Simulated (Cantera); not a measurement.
# Thermodynamics of silicon nitride deposition, feed Si2Cl6 + NH3 + N2

Input: 1 mol Si2Cl6, 0.11 mol NH3, 9.1 mol N2, equilibrated at 725 °C and 0.133 bar.

Equilibrium computed with Cantera from the NASA thermochemical tables; the gas is ideal and each condensed phase is pure. Candidate condensed phases: NH4Cl, Si, Si3N4; 28 gas species. The feed counts by its element totals alone. The tables' values for SiCl3 are old estimates; treat these amounts as uncertain. Rates play no part.

```json
{
  "x(N2)": "0.834",
  "x(SiCl4)": "0.135",
  "x(HCl)": "0.0294",
  "x(H2)": "0.000982",
  "x(SiCl3)": "4.66e-5",
  "x(SiHCl3)": "3.14e-5",
  "n(Si3N4(s))": "0.192 mol",
  "gas_amount": "10.51 mol",
  "log10 activity of Si(s) (absent)": "-6.58"
}
```
